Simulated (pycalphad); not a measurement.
CALPHAD calculation (pycalphad, COST 507 light-alloy database (1999)), 1 atm. These are 1990s assessments: newer ones move some temperatures and phases. Phase fractions are per mole of atoms. Diffusion is slow at the low end, where real alloys seldom reach equilibrium.

### Question
Give the equilibrium state of Si-41.6C (at.%) at 2627 °C.

### Answer
CSI, fraction 0.802, with 50.0 C at.%; LIQUID, fraction 0.198, with 7.6 C at.%.

### Question
Give the equilibrium state of Si-41.6C (at.%) at 327 °C.

### Answer
CSI, fraction 0.832, with 50.0 C at.%; DIAMOND_A4, fraction 0.168, with <0.01 C at.%.

Database names, with the compositions (at.%) that they take in these runs: CSI: Si 50 C 50. DIAMOND_A4 is diamond (Si).
